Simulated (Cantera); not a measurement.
A Cantera script and its output.

```python
import numpy as np
import cantera as ct

gas = ct.Solution("gri30.yaml")
gas.TPX = 1275, 1500000, {'CH3OH': 0.0078, 'O2': 0.0049, 'N2': 1}
reactor = ct.IdealGasConstPressureReactor(gas, energy="off", clone=False)
net = ct.ReactorNet([reactor])
net.rtol, net.atol = 1e-08, 1e-18
show = ['CH3OH', 'O2', 'H2O', 'H2', 'CO', 'CH2']
times = np.geomspace(1e-06, 10, 13)

steps = ct.SolutionArray(gas, extra=["t"])
rows = []
print(f"{'t/s':>10s}{'T/K':>9s}{'P/Pa':>11s}" + "".join(f"{s:>11s}" for s in show))
for t in times:
    while net.time < t:
        t_next = net.step()
        steps.append(gas.state, t=t_next)
    rows.append([np.interp(t, steps.t, y) for y in (steps.T, steps.P, *steps(*show).X.T)])
    print(f"{t:10.3e}{rows[-1][0]:9.1f}{rows[-1][1]:11.4g}" + "".join(f"{x:11.3e}" for x in rows[-1][2:]))
rate = np.gradient(steps.T, steps.t)
print("integrator steps:", len(steps.t))
if steps.T.max() > steps.T[0] + 200:
    print(f"time of steepest temperature rise: {steps.t[rate.argmax()]:.4e} s")
gas.TPX = 1275, 1500000, {'CH3OH': 0.0078, 'O2': 0.0049, 'N2': 1}
gas.equilibrate("TP")
print(f"equilibrium (TP): T = {gas.T:.1f} K  " + "  ".join(f"{s} {gas[s].X[0]:.3e}" for s in show))
```

It prints:

```
       t/s      T/K       P/Pa      CH3OH         O2        H2O         H2         CO        CH2
 1.000e-06   1275.0    1.5e+06  7.702e-03  4.839e-03  1.336e-08  1.272e-08  2.006e-09  1.035e-09
 3.831e-06   1275.0    1.5e+06  7.702e-03  4.838e-03  5.681e-08  7.043e-08  8.944e-09  1.041e-09
 1.468e-05   1275.0    1.5e+06  7.702e-03  4.838e-03  2.246e-07  3.070e-07  3.558e-08  1.040e-09
 5.623e-05   1275.0    1.5e+06  7.699e-03  4.837e-03  9.085e-07  1.422e-06  1.391e-07  1.040e-09
 2.154e-04   1275.0    1.5e+06  7.685e-03  4.831e-03  5.497e-06  9.522e-06  6.160e-07  1.037e-09
 8.254e-04   1275.0    1.5e+06  6.698e-03  4.510e-03  4.933e-04  6.111e-04  1.554e-04  1.066e-09
 3.162e-03   1275.0    1.5e+06  9.340e-10  3.131e-06  8.755e-03  6.478e-03  6.800e-03  1.493e-11
 1.212e-02   1275.0    1.5e+06  1.803e-10  6.249e-07  8.703e-03  6.533e-03  6.743e-03  2.300e-13
 4.642e-02   1275.0    1.5e+06  4.787e-11  2.275e-07  8.671e-03  6.565e-03  6.710e-03  1.603e-14
 1.778e-01   1275.0    1.5e+06  1.520e-11  7.273e-08  8.635e-03  6.601e-03  6.674e-03  1.743e-15
 6.813e-01   1275.0    1.5e+06  5.957e-12  1.572e-08  8.590e-03  6.646e-03  6.628e-03  3.105e-16
 2.610e+00   1275.0    1.5e+06  4.408e-12  4.987e-10  8.493e-03  6.743e-03  6.531e-03  1.889e-16
 1.000e+01   1275.0    1.5e+06  4.019e-12  2.102e-15  8.194e-03  7.042e-03  6.232e-03  1.793e-16
integrator steps: 2537
equilibrium (TP): T = 1275.0 K  CH3OH 1.417e-13  O2 1.485e-16  H2O 6.999e-03  H2 8.242e-03  CO 5.045e-03  CH2 4.856e-19
```

Detailed kinetics in Cantera: GRI-Mech 3.0 (53 species, 325 reactions). GRI-Mech 3.0 was tuned for natural gas; its chemistry of methanol as a main component is partial and can be far from experiment. The pressure lies above the range GRI-Mech 3.0 was tuned for (to about 10 atm).
